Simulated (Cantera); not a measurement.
Charge: 1 mol TiO2, 1.7 mol HCl, 3 mol H2, held at 1002 °C and 0.100 bar.

These are equilibrium values from Cantera (NASA tables, ideal gas, pure condensed phases), not measurements of a reactor. Candidate condensed phases: H2O, Ti, TiCl2, TiCl3, TiCl4, TiO, TiO2, Ti2O3, Ti3O5, Ti4O7; 23 gas species. Mutual solubility and eutectic melting of coexisting phases are not modelled. Condensed phases not in the tables: Magnéli phases beyond Ti4O7. Rates play no part.

Base state: H2 0.638, HCl 0.361, H2O 0.00149, TiCl4 0.000212, TiCl3 8.08e-5 (mole fractions); condensed: TiO2(rutile) + Ti4O7(s).

What changes in the equilibrium state with this change: pressure from 0.100 bar to 6.50 bar?


| species | before | after |
|---|---|---|
| H2 | 0.638 | 0.639 |
| HCl | 0.361 | 0.355 |
| H2O | 0.00149 | 0.00392 |
| TiCl4 | 0.000212 | 0.00187 |
| TiCl3 | 8.08e-5 | 9.00e-5 |
| TiO2(rutile), mol | 0.982 | 0.991 |
| Ti4O7(s), mol | 0.00427 | 0 |
Gases not in the tables: TiO(OH)2.

What changes in the equilibrium state with this change: H2 from 3 to 0.081 mol?


```csv
species,before,after
HCl,0.361,0.949
H2,0.638,0.0455
H2O,0.00149,0.00362
TiCl4,0.000212,0.00174
TiCl3,8.08e-5,6.72e-5
"TiO2(rutile), mol",0.982,0.997
"Ti4O7(s), mol",0.00427,0
```
